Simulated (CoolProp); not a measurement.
Ethanol along the isotherm 333.05 °C: fugacity coefficient from the reference equation and from simpler models built on Tc = 241.6 °C, pc = 62.68 bar, ω = 0.644; each cubic takes its own stable root.

Computed with CoolProp (reference Helmholtz-energy equation of state, Schroeder 2014).

```tsv
p (bar)	phase	reference
0.496	gas	0.9989
0.939	gas	0.9980
1.78	gas	0.9962
3.38	gas	0.9927
6.4	gas	0.9862
12.1	gas	0.9741
23	gas	0.9509
43.6	gas	0.9075
82.7	supercritical	0.8255
157	supercritical	0.6718
```

**Question.** How far does each simpler model (van der Waals, Soave-Redlich-Kwong, Peng-Robinson) lie from the reference over these 10 states: mean and median of the absolute difference, and the worst?

**Answer.** 
- van der Waals: mean 3.6 %, median 0.9 %, worst -16.4 % at 333.05 °C and 157 bar
- Soave-Redlich-Kwong: mean 0.7 %, median 0.3 %, worst -2.6 % at 333.05 °C and 82.7 bar
- Peng-Robinson: mean 2.0 %, median 0.9 %, worst -6.2 % at 333.05 °C and 82.7 bar
